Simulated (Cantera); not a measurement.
A closed system holds: 1 mol CH3OH, 0.044 mol CO2, 1.2 mol H2, at 1000 K.

Method: chemical equilibrium by Gibbs-energy minimisation in Cantera with the NASA 1993 tables (ideal gas, pure condensed phases). Candidate condensed phases: C, C6H6, C7H8, C8H18, H2O; 110 gas species. Equilibrium is a limit: real reactors are often held back by kinetics, nucleation or transport.

Problem. At 1.00 bar, list the 5 most abundant gas species with their mole fractions, and the condensed phases.

Solution. H2 0.691, CO 0.191, H2O 0.0520, CH4 0.0456, CO2 0.0206. Condensed: C(graphite).
